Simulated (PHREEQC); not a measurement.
Dissolve 0.38 mol/kgw KBr at 75 °C. Closed to the air; pH follows from the charge balance.

Computed with PHREEQC (ion-association model, phreeqc.dat).

This is a speciation only: nothing precipitates in the calculation.

Task: What activity of water, density, specific conductance does the model give?

Result: activity of water 0.987; density 1.005 g/cm³; specific conductance 95600 µS/cm.

At this temperature some constants are extrapolated from 25 °C, and those without enthalpy data are left unchanged.
